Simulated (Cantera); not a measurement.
# Catalytic combustion on Pt

An isothermal plug-flow reactor at 675 K and 3750 Torr (inlet), inlet velocity 1.5 m/s, active area per volume 4300 1/m; feed 0.596 % H2, 13.6 % O2, 82.6 % N2, 3.24 % H2O, equivalence ratio 0.022.

Model: Deutschmann's 1995 Pt surface mechanism with GRI-Mech 3.0 gas chemistry, integrated in Cantera. Catalytic surfaces can have several steady states; this one follows from the mechanism file's or the stated starting coverage. Mass transfer to the wall is taken as infinitely fast.

| z (m) | x H2 | x O2 | x H2O | θ free Pt | θ O* | θ OH* |
|---|---|---|---|---|---|---|
| 3.8e-05 | 0.00472 | 0.135 | 0.0337 | 0.0613 | 0.915 | 0.0233 |
| 6.7e-05 | 0.00407 | 0.135 | 0.0343 | 0.0530 | 0.925 | 0.0219 |
| 0.00012 | 0.00325 | 0.135 | 0.0352 | 0.0424 | 0.938 | 0.0199 |
| 0.00021 | 0.00242 | 0.134 | 0.0360 | 0.0317 | 0.951 | 0.0174 |
| 0.00038 | 0.00163 | 0.134 | 0.0368 | 0.0214 | 0.964 | 0.0145 |
| 0.00067 | 0.00104 | 0.134 | 0.0374 | 0.0139 | 0.974 | 0.0118 |
| 0.0012 | 0.000623 | 0.134 | 0.0378 | 0.00853 | 0.982 | 0.00931 |
| 0.0021 | 0.000363 | 0.133 | 0.0381 | 0.00535 | 0.987 | 0.00741 |
| 0.0038 | 0.000191 | 0.133 | 0.0383 | 0.00344 | 0.991 | 0.00596 |
x: gas mole fraction; θ: surface coverage.
